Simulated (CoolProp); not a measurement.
Vapour-liquid equilibrium of R22 (1) + R152A (2) at 0.00225 MPa; x and y are mole fractions of (1).

The numbers come from the multi-fluid Helmholtz-energy mixture model, Kamei 1995 and Outcalt 1996; pair parameters Bell 2016 in CoolProp.

### Question
Give the bubble temperature and the first vapour's composition at x = 0.05, 0.35, 0.5. Is there an azeotrope?

### Answer
x = 0.05: 186.7 K, y = 0.117; x = 0.35: 182.1 K, y = 0.605; x = 0.5: 180.1 K, y = 0.758. No azeotrope shows between x = 0.05 and 0.95.

The pair parameters rest on a limited set of measurements; away from them the model extrapolates.
